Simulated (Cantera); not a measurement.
A Cantera script and what it prints.

```python
import numpy as np
import cantera as ct

gas_names = """
    H H2 H2S Ni NiS S SH S2 S8
""".split()
cond_names = """
    Ni(cr) Ni(L) NiS(b) NiS(a) NiS(L) NiS2(s) NiS2(L) Ni3S2(I) Ni3S2(II) Ni3S2(L) Ni3S4(s) S(cr1) S(cr2)
    S(L)
""".split()


# ... load() reads the species with a 1 bar reference pressure and builds the phases ...
atoms = {
    'Ni': {'Ni': 1},
    'H2S': {'H': 2, 'S': 1},
    'H2': {'H': 2},
}
top_T = {'Ni3S4(s)': 620}  # K; cautious upper limits of use, not melting points


# ... equilibrate(T, P, feed) seeds the gas with the atoms and calls Mixture.equilibrate('TP', solver="vcs", rtol=1e-11, max_steps=5000) ...
results = []
feed = {'Ni': 1, 'H2S': 0.0073, 'H2': 210}  # mol
P = 14  # Pa
for T in [800, 900, 1000, 1100, 1200, 1300, 1400, 1500, 1600, 1700, 1800, 1900, 2000]:
    mix = equilibrate(T, P, feed)
    results.append((T, P, feed, dict(zip(mix.species_names, mix.species_moles))))

top = {s: max(r[3][s] / sum(r[3][g] for g in gas_names) for r in results) for s in gas_names}
cols = sorted((s for s in top if top[s] > 0.0001), key=lambda s: -top[s])[:7]
seen = [c for c in cond_names if any(r[3].get(c, 0) > 1e-12 for r in results)]
print("log10 of partial pressures in bar; condensed amounts in mol")
print(f"{'T/K':>10s}" + "".join(f"{s[:9]:>10s}" for s in cols + seen))
for T, P, feed, n in results:
    ng = sum(n[g] for g in gas_names)
    print(f"{T:10.4g}" + "".join(f"{np.log10(max(n[s] / ng * P / 1e5, 1e-99)):10.3f}" for s in cols)
          + "".join(f"{n.get(c, 0):10.4g}" for c in seen))
```

It prints:

```
log10 of partial pressures in bar; condensed amounts in mol
       T/K        H2         H        Ni    Ni(cr)
       800    -3.854   -13.465   -20.230         1
       900    -3.854   -11.859   -17.136         1
      1000    -3.854   -10.571   -14.665         1
      1100    -3.854    -9.514   -12.646         1
      1200    -3.854    -8.632   -10.967         1
      1300    -3.854    -7.883    -9.549    0.9996
      1400    -3.854    -7.240    -8.337    0.9931
      1500    -3.855    -6.682    -7.289    0.9226
      1600    -3.857    -6.193    -6.374    0.3627
      1700    -3.861    -5.762    -6.181         0
      1800    -3.869    -5.381    -6.185         0
      1900    -3.885    -5.043    -6.192         0
      2000    -3.916    -4.747    -6.207         0
```

Equilibrium computed with Cantera from the NASA thermochemical tables; the gas is ideal and each condensed phase is pure.
